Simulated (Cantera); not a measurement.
Cantera run:

```python
import numpy as np
import cantera as ct

gas_names = """
    Cu CuO Cu2 H HO2 H2 H2O H2O2 O OH O2 O3
""".split()
cond_names = """
    Cu(cr) Cu(L) CuO(s) CuO2H2(s) Cu2O(s) Cu2O(L) H2O(s) H2O(L)
""".split()


# ... load() reads the species with a 1 bar reference pressure and builds the phases ...
atoms = {
    'Cu2O': {'Cu': 2, 'O': 1},
    'H2': {'H': 2},
}
top_T = {'CuO(s)': 1390}  # K; cautious upper limits of use, not melting points


# ... equilibrate(T, P, feed) seeds the gas with the atoms and calls Mixture.equilibrate('TP', solver="vcs", rtol=1e-11, max_steps=5000) ...
results = []
T = 750  # K
P = 101325  # Pa
for m in [0.98, 1.3, 1.6, 2, 2.6, 3.4, 4.3, 5.5, 7, 9, 11]:
    feed = {'Cu2O': 1, 'H2': m}  # mol
    mix = equilibrate(T, P, feed)
    results.append((T, P, feed, dict(zip(mix.species_names, mix.species_moles))))

top = {s: max(r[3][s] / sum(r[3][g] for g in gas_names) for r in results) for s in gas_names}
cols = sorted((s for s in top if top[s] > 1e-05), key=lambda s: -top[s])[:8]
seen = [c for c in cond_names if any(r[3].get(c, 0) > 1e-12 for r in results)]
print("log10 of partial pressures in bar; condensed amounts in mol")
print(f"{'n(H2)':>10s}" + "".join(f"{s[:9]:>10s}" for s in cols + seen))
for T, P, feed, n in results:
    ng = sum(n[g] for g in gas_names)
    print(f"{feed['H2']:10.4g}" + "".join(f"{np.log10(max(n[s] / ng * P / 1e5, 1e-99)):10.3f}" for s in cols)
          + "".join(f"{n.get(c, 0):10.4g}" for c in seen))
```

Output:

```
log10 of partial pressures in bar; condensed amounts in mol
     n(H2)       H2O        H2    Cu(cr)   Cu2O(s)
      0.98     0.006    -6.427      1.96      0.02
       1.3    -0.108    -0.631         2         0
       1.6    -0.198    -0.420         2         0
         2    -0.295    -0.295         2         0
       2.6    -0.409    -0.205         2         0
       3.4    -0.526    -0.146         2         0
       4.3    -0.628    -0.109         2         0
       5.5    -0.735    -0.081         2         0
         7    -0.839    -0.061         2         0
         9    -0.949    -0.045         2         0
        11    -1.036    -0.036         2         0
```

Method: chemical equilibrium by Gibbs-energy minimisation in Cantera with the NASA 1993 tables (ideal gas, pure condensed phases).
